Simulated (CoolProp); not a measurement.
Computed with CoolProp (reference Helmholtz-energy equation of state, Gao 2020).

For ammonia, give the phase and the Joule-Thomson coefficient (K/MPa), isothermal compressibility (1/MPa), fugacity coefficient at 448.4 K and 1310 kPa; 448.4 K and 2620 kPa; 448.4 K and 6560 kPa.


- 448.4 K and 1310 kPa: gas; Joule-Thomson coefficient 7.54, isothermal compressibility 0.787, fugacity coefficient 0.971
- 448.4 K and 2620 kPa: gas; Joule-Thomson coefficient 7.41, isothermal compressibility 0.407, fugacity coefficient 0.942
- 448.4 K and 6560 kPa: gas; Joule-Thomson coefficient 6.97, isothermal compressibility 0.185, fugacity coefficient 0.857
